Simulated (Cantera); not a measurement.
A closed system holds: 1 mol Ti(OiPr)4, 0.3 mol CH4, 50 mol H2, at 133 Pa.

Equilibrium computed with Cantera from the NASA thermochemical tables; the gas is ideal and each condensed phase is pure. Candidate condensed phases: C, C6H6, C7H8, C8H18, H2O, Ti, TiC, TiO, TiO2, Ti2O3, Ti3O5, Ti4O7; 113 gas species. The feed counts by its element totals alone. TiC: taken at fixed stoichiometry. The numbers say what is thermodynamically allowed, not how fast it happens. All values below are at 1473 K.

Base state: H2 0.941, CO 0.0583, H 0.000336 (mole fractions); condensed: C(graphite) + TiC(s).

Task: What changes in the equilibrium state with this change: Ti(OiPr)4 replaced by Ti?

Result: 
```
species             before     after
----------------  --------  --------
H2                   0.941     1.000
H                 0.000336  0.000346
CO                  0.0583         0
C(graphite), mol      7.30         0
TiC(s), mol           1.00     0.300
Ti(β), mol               0     0.700
```
Mutual solubility and eutectic melting of coexisting phases are not modelled. Condensed phases not in the tables: N, O or C dissolved in the metal.
